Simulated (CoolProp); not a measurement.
Vapour pressure (bar) of propyne: the reference equation beside estimates from Tc = 402.7 K, pc = 56.58 bar, ω = 0.204.

Model: reference Helmholtz-energy equation of state, Polt 1992, in CoolProp. This equation is an older, rougher fit; its heat capacities, sound speeds and derivatives of the liquid may be far off and weren't checked against measurements.

```tsv
T (K)	reference	Lee-Kesler	Redlich-Kwong
299.6	6.072	6.146	8.107
306.7	7.405	7.516	9.702
313.8	8.951	9.100	11.51
320.8	10.71	10.89	13.50
327.9	12.74	12.95	15.75
335	15.06	15.29	18.25
342.1	17.69	17.92	21.01
349.2	20.64	20.87	24.04
356.3	23.96	24.16	27.34
363.4	27.65	27.82	30.94
370.5	31.76	31.89	34.84
```

Absolute difference from the reference over all 11 rows, mean and median: Lee-Kesler 1.2 and 1.3 %, Redlich-Kwong 21.4 and 21.2 %.
